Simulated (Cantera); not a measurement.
A closed system holds: 1 mol Cu, 3 mol O₂, 12 mol CO, equilibrated at 1573.15 K and 7.20 mbar.

Cantera equilibrium calculation (NASA polynomials, part measured and part estimated; ideal gas, pure solids and liquids). Candidate condensed phases: C, Cu, CuO, Cu₂O; 15 gas species. Rates play no part.

Base state: CO 0.498, CO₂ 0.498, Cu 0.00369 (mole fractions); condensed: Cu(l).

Task: What changes in the equilibrium state with this change: O₂ from 3 to 0.76 mol?

Result: 
| species | before | after |
|---|---|---|
| CO | 0.498 | 0.870 |
| CO₂ | 0.498 | 0.126 |
| Cu | 0.00369 | 0.00369 |
| Cu(l), mol | 0.955 | 0.955 |

Task: What changes in the equilibrium state with this change: 0.16 mol CH₄ added?

Result: 
```json
[
 {"species": "CO", "before": "0.498", "after": "0.523"},
 {"species": "CO₂", "before": "0.498", "after": "0.448"},
 {"species": "H₂O", "before": "0", "after": "0.0182"},
 {"species": "Cu", "before": "0.00369", "after": "0.00369"},
 {"species": "H₂", "before": "0", "after": "0.00733"},
 {"species": "H", "before": "0", "after": "4.11e-5"},
 {"species": "Cu(l), mol", "before": "0.955", "after": "0.954"}
]
```
Further candidate phases: C₆H₆, C₇H₈, C₈H₁₈, Cu(OH)₂, H₂O.
